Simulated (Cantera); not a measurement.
Gas mixture: 21.4 % CO2, 78.6 % C2H4, at 5.00 bar, frozen composition.

Cantera's kinetic-theory transport with the Lennard-Jones parameters of GRI-Mech 3.0, ideal gas; thermal conductivity in the mixture-averaged form. The composition is frozen, though it would react at the higher temperatures.

One state of this run: ρ (kg/m³) = 1.18; cp (J/kg/K) = 3202; μ (µPa s) = 43.6; λ (mW/m/K) = 182; Pr = 0.769; D (cm²/s) OH = 0.894; D (cm²/s) C2H2 = 0.501; D (cm²/s) NH3 = 0.719. D: mixture-averaged diffusion coefficient of that species in the mixture.

Question: Which value of T (K) does it belong to?
(A) 1600
(B) 1400
(C) 1200
(D) 800

Answer: A, 1600
